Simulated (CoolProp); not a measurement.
Vapour-liquid equilibrium of R125 (1) + R134a (2) at 289 K; x and y are mole fractions of (1).

Values from CoolProp's multi-fluid Helmholtz-energy mixture model, Lemmon 2005 and Tillner-Roth 1994; pair parameters Lemmon 2004.

```csv
x,"bubble pressure, mixture model (MPa)","bubble pressure, Raoult's law (MPa)","y, mixture model","y, Raoult's law"
0.05,0.5315,0.5305,0.095,0.101
0.125,0.5754,0.5734,0.220,0.234
0.2,0.6189,0.6164,0.327,0.349
0.275,0.6619,0.6593,0.421,0.448
0.35,0.7045,0.7023,0.505,0.536
0.425,0.7470,0.7453,0.580,0.613
0.5,0.7892,0.7882,0.648,0.682
0.575,0.8315,0.8312,0.711,0.743
0.65,0.8737,0.8741,0.769,0.799
0.725,0.9161,0.9171,0.823,0.850
0.8,0.9588,0.9600,0.875,0.895
0.875,1.002,1.003,0.923,0.937
0.95,1.045,1.046,0.970,0.976
```

The largest gap from Raoult's law is +0.4 % in bubble pressure, at x = 0.2. No azeotrope shows between x = 0.05 and 0.95.

The pair parameters rest on a limited set of measurements; away from them the model extrapolates.
